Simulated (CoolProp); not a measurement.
Properties of CH2F2 (R32) along the isotherm 35.65 °C.

The numbers come from the reference Helmholtz-energy equation of state, Tillner-Roth 1997 in CoolProp.

```tsv
p (kPa)	phase	Z	Joule-Thomson coefficient (K/MPa)	isothermal compressibility (1/MPa)	expansivity (1/kK)	conductivity (mW/(m K))	Prandtl number
91.4	gas	0.9902	22.67	11.05	3.356	14.4	0.823
138	gas	0.9851	22.62	7.357	3.419	14.5	0.828
208	gas	0.9775	22.54	4.920	3.515	14.6	0.836
314	gas	0.9657	22.43	3.300	3.670	14.7	0.849
474	gas	0.9476	22.27	2.231	3.923	14.9	0.870
714	gas	0.9196	22.04	1.530	4.355	15.3	0.904
1080	gas	0.8743	21.73	1.073	5.179	15.9	0.965
1630	gas	0.7986	21.34	0.7997	7.061	17.2	1.10
2450	liquid	0.05420	0.3817	0.009567	5.581	125	1.62
3700	liquid	0.08093	0.3155	0.008469	5.137	127	1.59
5580	liquid	0.1203	0.2374	0.007273	4.636	129	1.57
8420	liquid	0.1781	0.1499	0.006049	4.102	133	1.56
12700	liquid	0.2625	0.05738	0.004877	3.562	137	1.55
19200	liquid	0.3859	-0.03560	0.003811	3.041	142	1.57
28900	liquid	0.5625	-0.1224	0.002906	2.565	149	1.61
```

Viscosity comes from a separate model (Bell 2016), an estimate that may be off by 10 % or more. Thermal conductivity comes from a separate model (Huber 2003), an estimate that may be off by 10 % or more.
